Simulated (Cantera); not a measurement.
Input (Python, Cantera) and output of one run.

```python
import numpy as np
import cantera as ct

gas_names = """
    CL CL2 H HCL H2 Mg MgCL MgCL2 MgH Mg2
""".split()
cond_names = """
    Mg(cr) Mg(L) MgCL2(s) MgCL2(L)
""".split()


# ... load() reads the species with a 1 bar reference pressure and builds the phases ...
atoms = {
    'MgCl2': {'Mg': 1, 'CL': 2},
    'H2': {'H': 2},
}
top_T = {}  # K; cautious upper limits of use, not melting points


# ... equilibrate(T, P, feed) seeds the gas with the atoms and calls Mixture.equilibrate('TP', solver="vcs", rtol=1e-11, max_steps=5000) ...
results = []
feed = {'MgCl2': 1, 'H2': 5.8}  # mol
T = 1750  # K
P = 38  # Pa
mix = equilibrate(T, P, feed)
results.append((T, P, feed, dict(zip(mix.species_names, mix.species_moles))))
print(gas.report(threshold=1e-05))
for i in range(1, mix.n_phases):
    print(f"{mix.phase(i).name:16s} {mix.phase_moles(i):12.5e} mol")
```

Result:

```
       temperature   1750 K
          pressure   38 Pa
           density   3.8048e-05 kg/m^3
  mean mol. weight   14.569 kg/kmol
   phase of matter   gas

                          1 kg             1 kmol
                     ---------------   ---------------
          enthalpy        1.3606e+06        1.9822e+07  J
   internal energy        3.6185e+05        5.2717e+06  J
           entropy             19120        2.7855e+05  J/K
    Gibbs function       -3.2099e+07       -4.6765e+08  J
 heat capacity c_p            2369.3             34518  J/K
 heat capacity c_v            1798.6             26204  J/K

                      mass frac. Y      mole frac. X     chem. pot. / RT
                     ---------------   ---------------   ---------------
                CL          0.003526         0.0014491           -28.478
                 H        0.00069979          0.010114           -13.635
               HCL           0.33406           0.13349           -42.112
                H2          0.099446           0.71866           -27.269
                Mg           0.11068          0.066342           -20.708
              MgCL         0.0091371         0.0022277           -49.186
             MgCL2           0.44243          0.067703           -77.664
               MgH        2.4834e-05        1.4293e-05           -34.342
     [   +2 minor]        6.4084e-08        1.3262e-08

Mg(L)             0.00000e+00 mol
MgCL2(L)          0.00000e+00 mol
```

Equilibrium computed with Cantera from the NASA thermochemical tables; the gas is ideal and each condensed phase is pure. The tables' values for MgH are old estimates; treat these amounts as uncertain.
